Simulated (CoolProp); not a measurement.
Aqueous potassium acetate as a coolant, 13 % by mass, freezing at -6.3 °C, 1 atm.

The numbers come from the Melinder's fits for secondary coolants in CoolProp.

| T (°C) | viscosity (mPa s) | density (kg/m³) | cp (kJ/(kg K)) | Prandtl number |
|---|---|---|---|---|
| -4 | 2.81 | 1071 | 3.697 | 20.0 |
| 4.8 | 2.09 | 1070 | 3.706 | 14.5 |
| 13.6 | 1.62 | 1067 | 3.717 | 11.0 |
| 22.5 | 1.30 | 1065 | 3.727 | 8.69 |
| 31.3 | 1.08 | 1062 | 3.736 | 7.05 |
